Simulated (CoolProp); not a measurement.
Saturated liquid density (kg/m³) of ethane: the reference equation beside estimates from Tc = 305.3 K, pc = 4.872 MPa, ω = 0.099.

Values from CoolProp's reference Helmholtz-energy equation of state, Bücker 2006.

```json
[
 {"T (K)": "198.5", "reference": "526.0", "Redlich-Kwong": "501.7", "Peng-Robinson": "571.0"},
 {"T (K)": "205.4", "reference": "516.7", "Redlich-Kwong": "491.1", "Peng-Robinson": "560.0"},
 {"T (K)": "212.3", "reference": "507.3", "Redlich-Kwong": "479.9", "Peng-Robinson": "548.3"},
 {"T (K)": "219.2", "reference": "497.4", "Redlich-Kwong": "468.2", "Peng-Robinson": "535.9"},
 {"T (K)": "226.1", "reference": "487.2", "Redlich-Kwong": "456.0", "Peng-Robinson": "522.7"},
 {"T (K)": "233", "reference": "476.6", "Redlich-Kwong": "443.0", "Peng-Robinson": "508.7"},
 {"T (K)": "239.9", "reference": "465.5", "Redlich-Kwong": "429.3", "Peng-Robinson": "493.6"},
 {"T (K)": "246.8", "reference": "453.7", "Redlich-Kwong": "414.8", "Peng-Robinson": "477.5"},
 {"T (K)": "253.7", "reference": "441.3", "Redlich-Kwong": "399.4", "Peng-Robinson": "460.1"},
 {"T (K)": "260.6", "reference": "427.9", "Redlich-Kwong": "382.8", "Peng-Robinson": "441.2"},
 {"T (K)": "267.5", "reference": "413.3", "Redlich-Kwong": "364.9", "Peng-Robinson": "420.4"},
 {"T (K)": "274.4", "reference": "397.3", "Redlich-Kwong": "345.3", "Peng-Robinson": "397.4"},
 {"T (K)": "281.3", "reference": "379.1", "Redlich-Kwong": "323.4", "Peng-Robinson": "371.4"}
]
```

Absolute difference from the reference over all 13 rows, mean and median: Redlich-Kwong 8.5 and 7.8 %, Peng-Robinson 5.3 and 6.0 %.
